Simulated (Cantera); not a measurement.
**Premixed flame**

A freely propagating, adiabatic, planar premixed flame of 10.4 % CH4, 18.8 % O2, 70.8 % N2, equivalence ratio 1.1, unburnt at 523 K and 560000 Pa; mixture-averaged transport, grid criteria slope 0.08 and curve 0.16, no radiation.

Model: GRI-Mech 3.0 (53 species, 325 reactions), integrated in Cantera. Burning velocities carry a grid error of a few per cent, more on coarse grids.

```tsv
z (mm)	T (K)	u (m/s)	x CH4	x O2	x O	x NO2	x C2H2	x NO
-0.305	524	0.525	0.103	0.188	<1e-8	<1e-8	1.65e-8	<1e-8
-0.203	529	0.532	0.103	0.187	<1e-8	2.77e-8	2.69e-7	1.89e-8
-0.153	545	0.550	0.101	0.186	<1e-8	1.25e-7	1.31e-6	8.27e-8
-0.102	649	0.659	0.0938	0.178	<1e-8	8.56e-7	1.23e-5	7.46e-7
-0.0509	1123	1.16	0.0623	0.135	2.90e-6	1.67e-6	0.000105	8.56e-6
-0.0254	1556	1.62	0.0325	0.0895	4.72e-5	5.00e-7	0.000248	1.98e-5
0	1956	2.04	0.00661	0.0411	0.000365	5.09e-8	0.000381	3.68e-5
0.0254	2125	2.21	0.000337	0.0163	0.00104	2.45e-8	5.86e-5	5.87e-5
0.0509	2183	2.26	9.35e-6	0.00899	0.00121	2.71e-8	1.95e-6	7.24e-5
0.102	2246	2.31	1.53e-8	0.00525	0.000876	2.68e-8	<1e-8	8.39e-5
0.203	2303	2.37	<1e-8	0.00300	0.000469	2.41e-8	<1e-8	9.48e-5
0.407	2343	2.40	<1e-8	0.00152	0.000219	2.02e-8	<1e-8	0.000107
0.814	2364	2.42	<1e-8	0.000777	0.000111	1.69e-8	<1e-8	0.000120
```
x: mole fraction of selected species; z is measured from the peak of heat release.

```
Quantity                      Value
------------------------  ---------
laminar burning velocity  52.4 cm/s
thermal thickness          0.102 mm
peak x(O)                   0.00122
peak x(C2H2)               0.000399
grid points                     150
```
